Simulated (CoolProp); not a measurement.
A simple Rankine cycle with n-perfluorobutane: condensing at 291.15 K, boiler at 0.803 MPa, turbine inlet 352.6 K, turbine efficiency 0.65, pump efficiency 0.6, no recuperator. Each further row changes one setting.

Computed with CoolProp (reference Helmholtz-energy equation of state, Gao 2022).

| case | thermal efficiency (%) | net work (kJ/kg) | heat in (kJ/kg) | turbine exit temperature (K) | volume ratio over the turbine |
|---|---|---|---|---|---|
| as stated | 6.2 | 8.59 | 140 | 336.0 | 4.20 |
| turbine inlet 372.6 K | 5.9 | 9.36 | 159 | 356.5 | 4.06 |
| condensing temperature 283.15 K | 7.1 | 10.5 | 149 | 333.3 | 5.57 |
| boiler pressure 0.562 MPa | 4.7 | 6.64 | 143 | 341.4 | 2.78 |
| turbine efficiency 0.55 | 5.1 | 7.17 | 140 | 337.6 | 4.22 |
